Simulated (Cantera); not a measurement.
A closed system holds: 1 mol SiO2, 0.0049 mol C, 3.6 mol N2, equilibrated at 1402 °C and 0.133 bar.

Equilibrium computed with Cantera from the NASA thermochemical tables; the gas is ideal and each condensed phase is pure. Candidate condensed phases: C, Si, SiC, SiO2, Si2N2O, Si3N4; 34 gas species. The tables hold silica as quartz up to 1696 K and as liquid above; real silica turns to tridymite and cristobalite and melts near 1996 K. Kinetics and transport are ignored.

Base state: N2 0.997, SiO 0.00136, CO 0.00136 (mole fractions); condensed: SiO2(β-quartz).

Question: What changes in the equilibrium state with this change: SiO2 replaced by AlN?

Answer: 
```json
[
 {"species": "N2", "before": "0.997", "after": "1.00"},
 {"species": "SiO", "before": "0.00136", "after": "0"},
 {"species": "CO", "before": "0.00136", "after": "0"},
 {"species": "SiO2(β-quartz), mol", "before": "0.995", "after": "0"},
 {"species": "AlN(s), mol", "before": "0", "after": "1.000"},
 {"species": "C(graphite), mol", "before": "0", "after": "0.00490"}
]
```
Further candidate phases: Al, AlN.
